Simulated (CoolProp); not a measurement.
The numbers come from the reference Helmholtz-energy equation of state, Lemmon 2006 in CoolProp. It is a short technical equation, of lower accuracy than the large ones.

### Question
For carbon monoxide, give the phase and the Z, cp (kJ/(kg K)), cv (kJ/(kg K)), speed of sound (m/s) at -82.75 °C and 2.42 MPa; -82.75 °C and 4.44 MPa; -82.75 °C and 5.25 MPa.

### Answer
- -82.75 °C and 2.42 MPa: gas; Z 0.926, cp 1.19, cv 0.764, speed of sound 276
- -82.75 °C and 4.44 MPa: supercritical; Z 0.869, cp 1.37, cv 0.783, speed of sound 275
- -82.75 °C and 5.25 MPa: supercritical; Z 0.848, cp 1.45, cv 0.791, speed of sound 276
